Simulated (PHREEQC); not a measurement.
Synthetic water in mmol/kgw, 25 °C, pH 6.22: Na 83.3; K 2.02; Ca 1.78; Mg 13.9; Cl 94.7; S(6) 14.1; Alkalinity (meq/kgw) 0.0627; Br 0.384; Li 0.47; Mn(2) 0.133; Fe(2) 0.321.

Valence states are taken as typed.

Equilibrium calculation in PHREEQC: ion-association model, phreeqc.dat.

Problem. The ionic strength comes out as 0.135 mol/kgw. What activity coefficients do Na+, Mg+2, Ca+2, Li+, LiSO4- get?

Solution. Na+ 0.77, Mg+2 0.38, Ca+2 0.36, Li+ 0.78, LiSO4- 0.76.

This is a speciation only: nothing precipitates in the calculation.
